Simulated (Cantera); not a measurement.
# Equilibrium for carbon deposition, reforming and gasification: C₂H₅OH + CO₂ + H₂

Feed: 1 mol C₂H₅OH, 1.2 mol CO₂, a varied amount of H₂, equilibrated at 2550 °C and 0.0133 bar.

Equilibrium computed with Cantera from the NASA thermochemical tables; the gas is ideal and each condensed phase is pure. Candidate condensed phases: C, C₆H₆, C₇H₈, C₈H₁₈, H₂O; 110 gas species. Kinetics and transport are ignored.

```csv
n(H₂) (mol),x H,x H₂,x CO,x H₂O,x OH
1.1,0.382,0.247,0.350,0.0105,0.00467
1.9,0.399,0.269,0.312,0.00984,0.00418
3.2,0.419,0.298,0.266,0.00882,0.00356
5.4,0.442,0.331,0.213,0.00743,0.00284
9.2,0.465,0.367,0.159,0.00578,0.00210
16,0.485,0.399,0.109,0.00411,0.00143
27,0.500,0.424,0.0721,0.00279,0.000946
45,0.510,0.441,0.0465,0.00183,0.000608
78,0.517,0.453,0.0282,0.00112,0.000367
```
x: gas mole fraction; nothing condenses.

From 1.1 mol H₂ to 78 mol H₂ nothing is condensed. The main C-bearing gas is CO throughout.
